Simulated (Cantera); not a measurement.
## Cu2O + H2 + N2 (hydrogen reduction and annealing atmospheres)

A closed system holds: 1 mol Cu2O, a varied amount of H2, 0.93 mol N2, equilibrated at 0.00133 bar.

Equilibrium computed with Cantera from the NASA thermochemical tables; the gas is ideal and each condensed phase is pure. Candidate condensed phases: Cu, CuO, Cu(OH)2, Cu2O, H2O; 27 gas species. Rates play no part.

Task: Map the stable condensed phases over T = 1098, 1198, 1298, 1398, 1498, 1598, 1698, 1798, 1898, 1998, 2098, 2198 K and n(H2) in mol = 240, 300, 370, 470, 590, 740, 930, 1200, 1500, 1900, 2300.

Result: 
```
T in K \ n(H2) in mol
          240  300  370  470  590  740  930 1200 1500 1900 2300
   2198     A    A    A    A    A    A    A    A    A    A    A
   2098     A    A    A    A    A    A    A    A    A    A    A
   1998     A    A    A    A    A    A    A    A    A    A    A
   1898     A    A    A    A    A    A    A    A    A    A    A
   1798     A    A    A    A    A    A    A    A    A    A    A
   1698     A    A    A    A    A    A    A    A    A    A    A
   1598     A    A    A    A    A    A    A    A    A    A    A
   1498     B    B    A    A    A    A    A    A    A    A    A
   1398     B    B    B    B    B    B    B    B    B    B    A
   1298     B    B    B    B    B    B    B    B    B    B    B
   1198     B    B    B    B    B    B    B    B    B    B    B
   1098     B    B    B    B    B    B    B    B    B    B    B
```
A: gas only; B: Cu.
